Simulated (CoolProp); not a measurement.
Saturation properties of dimethyl carbonate (Tc = 283.9 °C, pc = 49.09 bar, ω = 0.346).

Values from CoolProp's reference Helmholtz-energy equation of state, Zhou 2011.

| T (°C) | p (bar) | vapour density (kg/m³) | enthalpy of vaporisation (kJ/kg) | surface tension (mN/m) |
|---|---|---|---|---|
| 63.45 | 0.3995 | 1.305 | 393.8 | 22.7 |
| 78.05 | 0.6792 | 2.141 | 383.9 | 20.7 |
| 92.65 | 1.098 | 3.355 | 373.9 | 18.7 |
| 107.35 | ? | 5.068 | 363.4 | 16.7 |
| 121.95 | 2.540 | ? | 352.5 | 14.8 |
| 136.55 | 3.662 | 10.46 | 341.0 | 13.0 |
| 151.15 | ? | 14.47 | 328.9 | 11.2 |
| 165.75 | 7.014 | 19.63 | 315.9 | 9.55 |
| 180.35 | 9.379 | ? | 301.8 | 7.95 |
| 194.95 | 12.31 | 34.65 | 286.4 | 6.44 |
| 209.65 | 15.91 | 45.53 | 269.0 | 5.01 |
| 224.25 | 20.23 | 59.58 | 249.2 | 3.69 |
| 238.85 | ? | 78.40 | ? | 2.50 |
| 253.45 | 31.65 | 105.1 | 195.9 | 1.45 |
| 268.05 | 39.12 | 148.4 | 153.6 | 0.583 |

Q: Fill in the missing entries.

A: 
- 107.35, p (bar): 1.704
- 121.95, vapour density (kg/m³): 7.383
- 151.15, p (bar): 5.132
- 180.35, vapour density (kg/m³): 26.23
- 238.85, p (bar): 25.43
- 238.85, enthalpy of vaporisation (kJ/kg): 225.7

It boils at 90.1 °C under 1 atm.

Surface tension comes from a separate correlation (Mulero 2014).
